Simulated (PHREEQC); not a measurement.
Dissolve 0.0084 mol HF, 0.22 mol (CH3)4NF, 0.00023 mol H2SiF6 and 0.00019 mol HCl per kg of water at 25 °C. It is in equilibrium with CO2 at log p = -2 (atm). Otherwise closed; pH follows from the charge balance.

Computed with PHREEQC (ion-association model, phreeqc.dat).

This is a speciation only: nothing precipitates in the calculation.

Problem. Predict the pH, activity of water.

Solution. pH 4.64; activity of water 0.992.

Problem. In which forms is C present?

Solution. CO2 97 %, HCO3- 2.6 % of the C.

(CH3)4N+ isn't in the database: it is added as a free cation with an ion size of 4 Å. SiF6-2 is the database's only silicon fluoride.
